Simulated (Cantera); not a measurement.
A Cantera script and its output.

```python
import numpy as np
import cantera as ct

gas = ct.Solution("gri30.yaml")
gas.TPX = 1200, 100000, {'C3H8': 1, 'H2': 5.1}
inlet = ct.Reservoir(gas, clone=True)

reactor = ct.IdealGasConstPressureReactor(gas, energy="off", clone=False)
exhaust = ct.Reservoir(gas, clone=True)
tau = [1, 0.28, 0.076, 0.021, 0.0056, 0.0015, 0.00041, 0.00011][0]
for a, b in ((inlet, reactor), (reactor, exhaust)):
    ct.MassFlowController(a, b, mdot=lambda t: reactor.mass / tau)
net = ct.ReactorNet([reactor])
show = ['C3H8', 'H2', 'C2H6', 'C2H2', 'H']

rows = []
print(f"{'tau/s':>10s}{'T/K':>9s}" + "".join(f"{s:>11s}" for s in show))
for tau in [1, 0.28, 0.076, 0.021, 0.0056, 0.0015, 0.00041, 0.00011]:
    net.initial_time = 0.0
    net.advance(30 * tau)
    before = gas.X
    net.advance(40 * tau)
    drift = np.max(np.abs(gas.X - before) / (gas.X + 1e-9))
    rows.append([gas.T, *gas[show].X, drift])
    print(f"{tau:10.3e}{gas.T:9.1f}" + "".join(f"{x:11.3e}" for x in gas[show].X))
```

It prints:

```
     tau/s      T/K       C3H8         H2       C2H6       C2H2          H
 1.000e+00   1200.0  1.625e-03  6.772e-01  8.934e-03  9.482e-03  1.703e-06
 2.800e-01   1200.0  4.093e-03  6.980e-01  9.953e-03  8.165e-03  2.355e-06
 7.600e-02   1200.0  1.059e-02  7.143e-01  9.778e-03  5.345e-03  3.211e-06
 2.100e-02   1200.0  2.691e-02  7.332e-01  7.824e-03  2.463e-03  4.070e-06
 5.600e-03   1200.0  6.546e-02  7.650e-01  4.247e-03  6.540e-04  4.459e-06
 1.500e-03   1200.0  1.178e-01  8.034e-01  1.508e-03  8.873e-05  4.276e-06
 4.100e-04   1200.0  1.492e-01  8.257e-01  4.195e-04  7.403e-06  3.915e-06
 1.100e-04   1200.0  1.605e-01  8.337e-01  8.753e-05  3.615e-07  3.089e-06
```

Computed with Cantera and GRI-Mech 3.0 (53 species, 325 reactions). GRI-Mech 3.0 was tuned for natural gas; its chemistry of propane as a main component is partial and can be far from experiment. GRI-Mech 3.0 stops at C3 and has no aromatics, soot or wall deposition, so with more carbon than oxygen in the feed, carbon stays in small species such as C2H2 where larger ones or solid carbon would form.
